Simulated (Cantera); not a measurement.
An isothermal, constant-pressure homogeneous reactor starts with CH₄ : N₂ = 1 : 21 (molar parts), at 1800 K and 0.0133 bar. Integrator tolerance rtol = 1e-08.

Model: GRI-Mech 3.0 (53 species, 325 reactions), integrated in Cantera. GRI-Mech 3.0 stops at C3 and has no aromatics, soot or wall deposition, so with more carbon than oxygen in the feed, carbon stays in small species such as C2H2 where larger ones or solid carbon would form. Radical loss at walls, strong at low pressure, is not modelled.

Problem. What does this change do: temperature 1800 to 1225 K?

Solution. 
| quantity | before | after |
|---|---|---|
| x(CH₄) at 50.0 s | 4.48e-7 (gas-phase equilibrium 7.81e-7) | 0.0454 (gas-phase equilibrium 0.000582) |
| x(CH₂) at 50.0 s | 1.53e-9 (gas-phase equilibrium 2.67e-9) | 1.30e-11 (gas-phase equilibrium <1e-12) |
| x(C₂H₂) at 50.0 s | 0.0217 (gas-phase equilibrium 0.00379) | 1.61e-6 (gas-phase equilibrium 0.00691) |
| x(C₂H₄) at 50.0 s | 4.35e-7 (gas-phase equilibrium 7.61e-8) | 1.33e-5 (gas-phase equilibrium 4.86e-5) |
| x(H₂) at 50.0 s | 0.0648 (gas-phase equilibrium 0.0648) | 4.00e-5 (gas-phase equilibrium 0.0643) |
| x(CH₃) at 50.0 s | 1.11e-7 (gas-phase equilibrium 1.93e-7) | 4.65e-6 (gas-phase equilibrium 1.20e-7) |
